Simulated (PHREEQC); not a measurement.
Solution (25 °C): 17 mmol/kgw H2SO4, 120 mmol/kgw ZnSO4 and 3.7 mmol/kgw MnSO4. Closed to the air; pH follows from the charge balance.

Computed with PHREEQC (ion-association model, wateq4f.dat).

**Question.** The ionic strength comes out as 0.257 mol/kgw. What activity coefficients do Zn+2, HSO4-, Zn(SO4)2-2, Mn+2, SO4-2 get?

**Answer.** Zn+2 0.30, HSO4- 0.71, Zn(SO4)2-2 0.30, Mn+2 0.30, SO4-2 0.27.

This is a speciation only: nothing precipitates in the calculation.
